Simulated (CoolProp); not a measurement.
Vapour-liquid equilibrium of R22 (1) + R114 (2) at 66.65 °C; x and y are mole fractions of (1).

The numbers come from the multi-fluid Helmholtz-energy mixture model, Kamei 1995 and Platzer 1990; pair parameters Bell 2016 in CoolProp. This equation is an older, rougher fit; its heat capacities, sound speeds and derivatives of the liquid may be far off and weren't checked against measurements.

```tsv
x	bubble pressure, mixture model (MPa)	bubble pressure, Raoult's law (MPa)	y, mixture model	y, Raoult's law
0.05	0.8252	0.7885	0.182	0.177
0.15	1.076	0.9999	0.395	0.420
0.25	1.294	1.211	0.522	0.577
0.35	1.494	1.423	0.612	0.688
0.45	1.685	1.634	0.685	0.770
0.55	1.874	1.845	0.748	0.833
0.65	2.065	2.057	0.807	0.884
0.75	2.262	2.268	0.863	0.925
0.85	2.468	2.479	0.918	0.959
0.95	2.684	2.691	0.973	0.987
```

The largest gap from Raoult's law is +7.6 % in bubble pressure, at x = 0.15. No azeotrope shows between x = 0.05 and 0.95.

The pair parameters rest on a limited set of measurements; away from them the model extrapolates. The gap from Raoult's law changes sign with composition, which may be real or a fault of the pair parameters; it wasn't checked against measurements.
